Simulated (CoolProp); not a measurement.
Vapour-liquid equilibrium of m-xylene (1) + n-nonane (2) at 475.7 K; x and y are mole fractions of (1).

The numbers come from the multi-fluid Helmholtz-energy mixture model, Zhou 2012 and Lemmon 2006; pair parameters Bell 2016 in CoolProp.

```
x      bubble pressure, mixture model (MPa)  bubble pressure, Raoult's law (MPa)  y, mixture model  y, Raoult's law
-----  ------------------------------------  -----------------------------------  ----------------  ---------------
0.05                                 0.3450                               0.3399             0.072            0.063
0.125                                0.3585                               0.3471             0.171            0.155
0.2                                  0.3708                               0.3542             0.260            0.243
0.275                                0.3818                               0.3613             0.342            0.327
0.35                                 0.3916                               0.3684             0.417            0.409
0.425                                0.4003                               0.3755             0.488            0.487
0.5                                  0.4079                               0.3827             0.555            0.562
0.575                                0.4143                               0.3898             0.620            0.635
0.65                                 0.4198                               0.3969             0.684            0.704
0.725                                0.4241                               0.4040             0.748            0.772
0.8                                  0.4274                               0.4112             0.813            0.837
0.875                                0.4295                               0.4183             0.880            0.900
0.95                                 0.4304                               0.4254             0.950            0.961
```

The largest gap from Raoult's law is +6.6 % in bubble pressure, at x = 0.425. No azeotrope shows between x = 0.05 and 0.95.

The pair parameters rest on a limited set of measurements; away from them the model extrapolates.
